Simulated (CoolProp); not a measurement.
CF4 (R14) at 293.15 K and 4.87 MPa flows at 10 m/s in a round tube of 12.7 mm bore and 1.5 µm roughness, fully developed (64/Re and Nu = 3.66 if laminar; Colebrook and Gnielinski if turbulent). Each further row changes one setting.

Model: reference Helmholtz-energy equation of state, Platzer 1990, in CoolProp. This equation is an older, rougher fit; its heat capacities, sound speeds and derivatives of the liquid may be far off and weren't checked against measurements.

```csv
case,Reynolds number,Darcy friction factor,pressure drop (Pa/m),heat-transfer coefficient (W/(m² K)),mass flow (kg/h)
as stated,1300000,0.0134,11500,3200,989
velocity 20 m/s,2590000,0.0130,44200,6170,1980
diameter 25.4 mm,2590000,0.0118,5040,2810,3960
```

Viscosity comes from a separate model (Huber 2003), an estimate that may be off by 10 % or more. Thermal conductivity comes from a separate model (Huber 2003), an estimate that may be off by 10 % or more.
